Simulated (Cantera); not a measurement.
## Adiabatic ignition

An adiabatic, constant-volume homogeneous reactor starts with CH₄ : CO : O₂ : N₂ : H₂O : H₂ = 1 : 1.4 : 1.42 : 5.34 : 1 : 0.4 (molar parts), at 1125 K and 240000 Pa.

Cantera simulation using GRI-Mech 3.0 (53 species, 325 reactions); the numbers are that mechanism's predictions, not measurements.

| t (s) | T (K) | P (bar) | x CH₄ | x CO | x O₂ | x NO | x C₂H | x CH₂O |
|---|---|---|---|---|---|---|---|---|
| 2.00e-6 | 1125 | 2.40 | 0.0947 | 0.133 | 0.134 | <1e-12 | <1e-12 | 2.08e-12 |
| 5.02e-6 | 1125 | 2.40 | 0.0947 | 0.133 | 0.134 | <1e-12 | <1e-12 | 1.74e-11 |
| 1.26e-5 | 1125 | 2.40 | 0.0947 | 0.133 | 0.134 | <1e-12 | <1e-12 | 1.27e-10 |
| 3.17e-5 | 1125 | 2.40 | 0.0947 | 0.133 | 0.134 | <1e-12 | <1e-12 | 8.89e-10 |
| 7.96e-5 | 1125 | 2.40 | 0.0947 | 0.133 | 0.134 | <1e-12 | <1e-12 | 6.59e-9 |
| 0.000200 | 1125 | 2.40 | 0.0947 | 0.133 | 0.134 | <1e-12 | <1e-12 | 6.63e-8 |
| 0.000502 | 1125 | 2.40 | 0.0947 | 0.133 | 0.134 | <1e-12 | <1e-12 | 2.77e-6 |
| 0.00126 | 1132 | 2.41 | 0.0942 | 0.132 | 0.134 | <1e-12 | <1e-12 | 0.000202 |
| 0.00317 | 1174 | 2.50 | 0.0909 | 0.132 | 0.131 | <1e-12 | <1e-12 | 0.00109 |
| 0.00796 | 2534 | 5.72 | 7.61e-11 | 0.163 | 3.42e-5 | 0.000197 | <1e-12 | 3.77e-8 |
| 0.0200 | 2533 | 5.72 | 7.65e-11 | 0.163 | 3.41e-5 | 0.000242 | <1e-12 | 3.77e-8 |
| 0.0502 | 2533 | 5.72 | 7.65e-11 | 0.163 | 3.41e-5 | 0.000242 | <1e-12 | 3.77e-8 |
| 0.126 | 2533 | 5.72 | 7.65e-11 | 0.163 | 3.41e-5 | 0.000242 | <1e-12 | 3.77e-8 |
| 0.317 | 2533 | 5.72 | 7.65e-11 | 0.163 | 3.41e-5 | 0.000242 | <1e-12 | 3.77e-8 |
| 0.796 | 2533 | 5.72 | 7.65e-11 | 0.163 | 3.41e-5 | 0.000242 | <1e-12 | 3.77e-8 |
| 2.00 | 2533 | 5.72 | 7.65e-11 | 0.163 | 3.41e-5 | 0.000242 | <1e-12 | 3.77e-8 |
x: mole fraction; the columns are a selection and need not sum to one.

```json
{
 "time_of_steepest_temperature_rise": "4.99 ms",
 "temperature at 2.00 s": "2533 K",
 "equilibrium_temperature": "2533 K",
 "x(CH₄) at 2.00 s": "7.65e-11 (gas-phase equilibrium 8.59e-11)",
 "x(CO) at 2.00 s": "0.163 (gas-phase equilibrium 0.163)",
 "x(O₂) at 2.00 s": "3.41e-5 (gas-phase equilibrium 3.41e-5)"
}
```
